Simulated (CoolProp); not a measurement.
Properties of R22 along the isotherm 387.8 K.

The numbers come from the reference Helmholtz-energy equation of state, Kamei 1995 in CoolProp.

| p (MPa) | phase | cv (kJ/(kg K)) | Joule-Thomson coefficient (K/MPa) | expansivity (1/kK) | viscosity (µPa s) | conductivity (mW/(m K)) |
|---|---|---|---|---|---|---|
| 1.56 | gas | 0.6792 | 10.62 | 3.637 | 18.0 | 18.5 |
| 3.12 | gas | 0.7131 | 11.29 | 5.627 | 18.5 | 19.9 |
| 4.68 | gas | 0.7623 | 11.86 | 10.69 | 20.1 | 23.5 |
| 6.24 | supercritical | 0.8500 | 10.33 | 36.97 | 26.5 | 36.8 |
| 7.8 | supercritical | 0.8155 | 4.016 | 21.65 | 45.7 | 48.6 |
| 9.36 | supercritical | 0.7878 | 2.248 | 11.39 | 54.3 | 53.1 |
| 10.9 | supercritical | 0.7771 | 1.536 | 8.178 | 59.6 | 56.5 |
| 12.5 | supercritical | 0.7710 | 1.121 | 6.506 | 64.1 | 59.3 |

Viscosity comes from a separate model (Bell 2016), an estimate that may be off by 10 % or more. Thermal conductivity comes from a separate model (McLinden 2000), an estimate that may be off by 10 % or more.
